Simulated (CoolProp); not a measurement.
A single-stage vapour-compression cycle with vinyl chloride: evaporating at 286.15 K (dew point), condensing at 333.15 K (bubble point), superheat 5 K, subcooling 5 K, compressor efficiency 0.9, no pressure losses. Each further row changes one setting.

Values from CoolProp's reference Helmholtz-energy equation of state, Thol 2022.

| case | cooling COP | pressure ratio | discharge temperature (K) | refrigerating effect (kJ/kg) | volumetric capacity (kJ/m³) |
|---|---|---|---|---|---|
| as stated | 4.74 | 3.67 | 364.0 | 272 | 2020 |
| evaporating temperature 291.15 K | 5.48 | 3.13 | 360.5 | 275 | 2370 |
| condensing temperature 328.15 K | 5.41 | 3.26 | 357.0 | 280 | 2080 |
| subcooling 10 K | 4.88 | 3.67 | 364.0 | 280 | 2080 |
| superheat 15 K | 4.71 | 3.67 | 374.5 | 281 | 2000 |
| compressor efficiency 0.8 | 4.21 | 3.67 | 370.6 | 272 | 2020 |
